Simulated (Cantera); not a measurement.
Cantera run:

```python
import numpy as np
import cantera as ct

gas_names = """
    C CO COS CO2 CS CS2 C2 C2O C3 C3O2 C4 C5 O O2 O3 S SO SO2 SO3 S2 S2O S8
""".split()
cond_names = """
    C(gr) S(cr1) S(cr2) S(L)
""".split()


def load(file, names, dense=False):
    # The tables refer to 1 bar. Condensed volumes are neglected.
    table = {s.name: s for s in ct.Species.list_from_file(file)}
    out = []
    for n in names:
        d = dict(table[n].input_data)
        d["thermo"] = dict(d["thermo"], **{"reference-pressure": 1e5})
        if dense:
            d["equation-of-state"] = {"model": "constant-volume", "density": "1e6 g/cm^3"}
        out.append(ct.Species.from_dict(d))
    return out


gas = ct.Solution(thermo="ideal-gas", species=load("nasa_gas.yaml", gas_names))
cond = {s.name: ct.Solution(thermo="fixed-stoichiometry", species=[s], name=s.name)
        for s in load("nasa_condensed.yaml", cond_names, dense=True)}
atoms = {
    'CS2': {'C': 1, 'S': 2},
    'O2': {'O': 2},
}
top_T = {'C(gr)': 4500}  # K; cautious upper limits of use, not melting points


def equilibrate(T, P, feed):
    n = {}
    for name, mol in feed.items():
        for a, k in atoms[name].items():
            n[a] = n.get(a, 0.0) + k * mol
    gas.TPX = T, P, n
    mass = sum(n.values()) * gas.mean_molecular_weight
    gas.equilibrate("TP")
    valid = [c for c in cond.values() if c.min_temp <= T <= top_T.get(c.name, c.max_temp)]
    mix = ct.Mixture([(gas, mass / gas.mean_molecular_weight)] + [(c, 0.0) for c in valid])
    mix.T, mix.P = T, P
    mix.equilibrate("TP", solver="vcs", rtol=1e-11, max_steps=5000)
    return mix


results = []
feed = {'CS2': 1, 'O2': 0.39}  # mol
P = 83000  # Pa
for T in [1675, 1775, 1875, 1975, 2075, 2175, 2275, 2375, 2475, 2575, 2675]:
    mix = equilibrate(T, P, feed)
    results.append((T, P, feed, dict(zip(mix.species_names, mix.species_moles))))

top = {s: max(r[3][s] / sum(r[3][g] for g in gas_names) for r in results) for s in gas_names}
cols = sorted((s for s in top if top[s] > 0.001), key=lambda s: -top[s])[:9]
seen = [c for c in cond_names if any(r[3].get(c, 0) > 1e-12 for r in results)]
print("log10 of partial pressures in bar; condensed amounts in mol")
print(f"{'T/K':>10s}" + "".join(f"{s[:9]:>10s}" for s in cols + seen))
for T, P, feed, n in results:
    ng = sum(n[g] for g in gas_names)
    print(f"{T:10.4g}" + "".join(f"{np.log10(max(n[s] / ng * P / 1e5, 1e-99)):10.3f}" for s in cols)
          + "".join(f"{n.get(c, 0):10.4g}" for c in seen))
```

Result:

```
log10 of partial pressures in bar; condensed amounts in mol
       T/K        S2        CO       CS2        CS         S       COS
      1675    -0.444    -0.452    -0.986    -3.473    -3.822    -1.909
      1775    -0.442    -0.448    -0.989    -3.088    -3.439    -2.056
      1875    -0.442    -0.446    -0.995    -2.748    -3.097    -2.188
      1975    -0.441    -0.445    -1.004    -2.446    -2.790    -2.307
      2075    -0.441    -0.445    -1.019    -2.182    -2.512    -2.415
      2175    -0.441    -0.447    -1.043    -1.951    -2.260    -2.514
      2275    -0.442    -0.449    -1.078    -1.755    -2.030    -2.604
      2375    -0.444    -0.452    -1.127    -1.592    -1.821    -2.689
      2475    -0.449    -0.456    -1.190    -1.461    -1.629    -2.769
      2575    -0.456    -0.462    -1.268    -1.357    -1.453    -2.845
      2675    -0.467    -0.468    -1.360    -1.279    -1.293    -2.918
```

Equilibrium computed with Cantera from the NASA thermochemical tables; the gas is ideal and each condensed phase is pure.
